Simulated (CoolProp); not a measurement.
A simple Rankine cycle with water: condensing at 317.15 K, boiler at 10.8 MPa, turbine inlet 591.6 K, turbine efficiency 0.9, pump efficiency 0.7, no recuperator. Each further row changes one setting.

Values from CoolProp's reference Helmholtz-energy equation of state, Wagner 2002.

```csv
case,thermal efficiency (%),net work (kJ/kg),heat in (kJ/kg),turbine exit temperature (K),volume ratio over the turbine
as stated,33.8,853,2520,317.2,671
turbine inlet 611.6 K,34.2,903,2640,317.2,610
condensing temperature 309.15 K,34.8,889,2560,309.2,994
boiler pressure 7.56 MPa,33.1,893,2700,317.2,418
turbine efficiency 0.8,30.0,757,2520,317.2,710
```

The expansion ends wet for: as stated; turbine inlet 611.6 K; condensing temperature 309.15 K; boiler pressure 7.56 MPa; turbine efficiency 0.8.
